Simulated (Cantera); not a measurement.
**B2O3 + H2 + H2O (boron, boron nitride and boron oxide)**

Feed: 1 mol B2O3, 1.7 mol H2, 0.00019 mol H2O, held at 0.0900 Torr.

Equilibrium computed with Cantera from the NASA thermochemical tables; the gas is ideal and each condensed phase is pure. Candidate condensed phases: B, B2O3, B3O3H3, H2O; 23 gas species. Equilibrium is a limit: real reactors are often held back by kinetics, nucleation or transport.

```
T (K)   x H2    x B2O3    x HBO2     x HBO    x B2O2       x H  n B2O3(l)
-----  -----  --------  --------  --------  --------  --------  ---------
973    1.000   7.38e-9   1.37e-5   4.45e-7  1.38e-11   9.87e-8      1.000
1023   1.000   8.19e-8   3.72e-5   2.73e-6  3.81e-10   3.78e-7      1.000
1073   1.000   7.18e-7   8.63e-5   1.50e-5   8.60e-9   1.28e-6      1.000
1123   1.000   5.15e-6  0.000179   7.24e-5   1.55e-7   3.89e-6      1.000
1173   0.999   3.10e-5  0.000387  0.000274   1.75e-6   1.08e-5      0.999
1223   0.998  0.000160  0.000901  0.000800   1.21e-5   2.74e-5      0.998
1273   0.995  0.000723   0.00211   0.00198   6.09e-5   6.49e-5      0.995
1323   0.987   0.00290   0.00479   0.00439  0.000251  0.000144      0.987
1373   0.969    0.0104    0.0104   0.00887  0.000882  0.000299      0.964
1423   0.924    0.0342    0.0215    0.0164   0.00270  0.000583      0.899
```
x: gas mole fraction; n: condensed amount in mol.

From 973 K to 1423 K the condensed part is B2O3(l). The main B-bearing gas is HBO2 at 973 K and B2O3 at 1423 K.
